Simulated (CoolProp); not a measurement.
The fluid at 298.15 K and 0.0124 MPa is compressed adiabatically to 0.0512 MPa with isentropic efficiency 0.7. The same conditions are run with several fluids, on thermodynamics alone (safety and materials aside).

Computed with CoolProp (reference Helmholtz-energy equation of state of each fluid (n-perfluorohexane: Gao 2022; R13: Platzer 1990; cyclopropane: Polt 1992; isohexane: Lemmon 2006)). The equations of Platzer and Polt are older, rougher fits.

```tsv
fluid	work (kJ/kg)	final temperature (K)	final density (kg/m³)
n-perfluorohexane	14.9	316.9	6.81
R13	52.3	375.0	1.72
cyclopropane	131	384.0	0.677
isohexane	59.8	333.6	1.63
```
